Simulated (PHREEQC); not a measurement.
Dissolve 0.011 mol HCl, 0.00045 mol FeSO4 and 0.0088 mol MgSO4 per kg of water at 15 °C. Closed to the air; pH follows from the charge balance.

Equilibrium calculation in PHREEQC: ion-association model, phreeqc.dat.

```
quantity                   before    after
------------------------  -------  -------
pH                           2.11     6.58
ionic strength (mol/kgw)   0.0365   0.0559
Mg+2 (mol/kgw)            0.00700  0.00718
SO4-2 (mol/kgw)           0.00537  0.00592
HSO4- (mol/kgw)           0.00200  6.83e-8
MgSO4 (mol/kgw)           0.00180  0.00162
```

Name the change that produced these shifts.
A. 0.00011 mol/kgw NH4HSO4 added
B. MgSO4 from 0.0088 to 0.00088 mol/kgw
C. FeSO4 left out
D. HCl from 0.011 to 0.0121 mol/kgw
E. HCl replaced by MnCl2 at the same molality

E, HCl replaced by MnCl2 at the same molality

Precipitation was switched off in this run.
